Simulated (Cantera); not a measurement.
Charge: 1 mol N2O, 0.004 mol SO2, 3.8 mol N2, equilibrated at 925 °C and 133 Pa.

Equilibrium computed with Cantera from the NASA thermochemical tables; the gas is ideal and each condensed phase is pure. Candidate condensed phases: S; 17 gas species. Kinetics and transport are ignored.

Base state: N2 0.905, O2 0.0942, SO2 0.000752, NO 0.000138 (mole fractions); condensed: gas only.

Question: What changes in the equilibrium state with this change: temperature from 925 °C to 2000 °C?

Answer: 
```
species    before     after
-------  --------  --------
N2          0.905     0.886
O2         0.0942    0.0726
O         2.02e-7    0.0313
SO          <1e-9   8.69e-5
NO       0.000138   0.00924
SO2      0.000752  0.000652
```

Question: What changes in the equilibrium state with this change: 0.59 mol CH4 added?

Answer: 
| species | before | after |
|---|---|---|
| N2 | 0.905 | 0.731 |
| H2 | 0 | 0.133 |
| CO | 0 | 0.0718 |
| O2 | 0.0942 | <1e-9 |
| H2O | 0 | 0.0456 |
| CO2 | 0 | 0.0180 |
| H2S | 0 | 0.000542 |
| NO | 0.000138 | <1e-9 |
| S2 | <1e-9 | 2.42e-5 |
Further candidate phases: C, C6H6, C7H8, C8H18, H2O, H2SO4.
